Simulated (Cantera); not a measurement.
Feed: 1 mol (CH3)2SiCl2, 0.76 mol HCl, 36 mol H2, 0.078 mol C2H2, equilibrated at 2298.15 K and 1.30 mbar.

These are equilibrium values from Cantera (NASA tables, ideal gas, pure condensed phases), not measurements of a reactor. Candidate condensed phases: C, C6H6, C7H8, C8H18, Si, SiC; 109 gas species. The feed counts by its element totals alone. The tables' values for SiCl are old estimates; treat these amounts as uncertain. Kinetics and transport are ignored.

What is the equilibrium state?


```json
{
  "x(H2)": "0.696",
  "x(H)": "0.222",
  "x(HCl)": "0.0470",
  "x(Si)": "0.0176",
  "x(Cl)": "0.0108",
  "x(C2H2 (acetylene))": "0.00298",
  "x(SiC2)": "0.00241",
  "x(SiCl)": "0.000303",
  "x(Si2C)": "0.000248",
  "n(C(graphite))": "1.63 mol",
  "gas_amount": "47.31 mol",
  "log10 activity of Si(l) (absent)": "-1.60"
}
```
